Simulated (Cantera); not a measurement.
A closed system holds: 1 mol Fe2O3, 0.96 mol H2, 1.9 mol N2, at 1.33 mbar.

These are equilibrium values from Cantera (NASA tables, ideal gas, pure condensed phases), not measurements of a reactor. Candidate condensed phases: Fe, FeO, Fe(OH)2, Fe(OH)3, Fe2O3, Fe3O4, H2O; 27 gas species. The tables' stoichiometric FeO is somewhat more stable than real wüstite, so its field is too wide. FeO: taken at fixed stoichiometry. Kinetics and transport are ignored.

x: gas mole fraction; n: condensed amount in mol.

```
T (°C)   x N2  x H2O      x Fe     x O2     x H2     x OH       x H     x FeO  n FeO(l)
------  -----  -----  --------  -------  -------  -------  --------  --------  --------
1502    0.657  0.326   9.06e-5  0.00812  0.00422  0.00248  0.000515   7.59e-5      2.00
1552    0.656  0.323  0.000280  0.00897  0.00633  0.00342  0.000960  0.000180      2.00
1602    0.653  0.318  0.000799   0.0102  0.00908  0.00467   0.00171  0.000405      2.00
1652    0.649  0.311       [?]      [?]      [?]      [?]       [?]       [?]      1.99
1702    0.643  0.302   0.00517   0.0148   0.0162  0.00847   0.00477   0.00181      1.98
1752    0.631  0.290       [?]      [?]      [?]      [?]       [?]       [?]      1.95
1802    0.612  0.273    0.0249   0.0256   0.0233   0.0149    0.0111   0.00691      1.90
1852    0.579  0.250    0.0491   0.0362   0.0253   0.0194    0.0158    0.0129      1.80
```

Q: Fill in the missing entries.

A: 
- 1652, x Fe: 0.00211
- 1652, x O2: 0.0120
- 1652, x H2: 0.0124
- 1652, x OH: 0.00632
- 1652, x H: 0.00292
- 1652, x FeO: 0.000873
- 1752, x Fe: 0.0118
- 1752, x O2: 0.0190
- 1752, x H2: 0.0201
- 1752, x OH: 0.0113
- 1752, x H: 0.00746
- 1752, x FeO: 0.00360
